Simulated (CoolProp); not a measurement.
Vapour-liquid equilibrium of ethanol (1) + n-octane (2) at 449.6 K; x and y are mole fractions of (1).

Values from CoolProp's multi-fluid Helmholtz-energy mixture model, Schroeder 2014 and Beckmüller 2019; pair parameters Bell 2016.

```json
[
 {"x": "0.05", "bubble pressure, mixture model (kPa)": "572.6", "bubble pressure, Raoult's law (kPa)": "419.8", "y, mixture model": "0.381", "y, Raoult's law": "0.218"},
 {"x": "0.15", "bubble pressure, mixture model (kPa)": "894.3", "bubble pressure, Raoult's law (kPa)": "568.6", "y, mixture model": "0.602", "y, Raoult's law": "0.484"},
 {"x": "0.25", "bubble pressure, mixture model (kPa)": "1098", "bubble pressure, Raoult's law (kPa)": "717.5", "y, mixture model": "0.680", "y, Raoult's law": "0.639"},
 {"x": "0.35", "bubble pressure, mixture model (kPa)": "1237", "bubble pressure, Raoult's law (kPa)": "866.3", "y, mixture model": "0.724", "y, Raoult's law": "0.741"},
 {"x": "0.45", "bubble pressure, mixture model (kPa)": "1346", "bubble pressure, Raoult's law (kPa)": "1015", "y, mixture model": "0.758", "y, Raoult's law": "0.813"},
 {"x": "0.55", "bubble pressure, mixture model (kPa)": "1442", "bubble pressure, Raoult's law (kPa)": "1164", "y, mixture model": "0.789", "y, Raoult's law": "0.866"},
 {"x": "0.65", "bubble pressure, mixture model (kPa)": "1533", "bubble pressure, Raoult's law (kPa)": "1313", "y, mixture model": "0.823", "y, Raoult's law": "0.908"},
 {"x": "0.75", "bubble pressure, mixture model (kPa)": "1623", "bubble pressure, Raoult's law (kPa)": "1462", "y, mixture model": "0.862", "y, Raoult's law": "0.941"},
 {"x": "0.85", "bubble pressure, mixture model (kPa)": "1711", "bubble pressure, Raoult's law (kPa)": "1611", "y, mixture model": "0.909", "y, Raoult's law": "0.968"},
 {"x": "0.95", "bubble pressure, mixture model (kPa)": "1795", "bubble pressure, Raoult's law (kPa)": "1759", "y, mixture model": "0.967", "y, Raoult's law": "0.990"}
]
```

The largest gap from Raoult's law is +57.3 % in bubble pressure, at x = 0.15. No azeotrope shows between x = 0.05 and 0.95.

The pair parameters rest on a limited set of measurements; away from them the model extrapolates. With so large a gap from Raoult's law the liquid may split in two, which this calculation doesn't test in full.
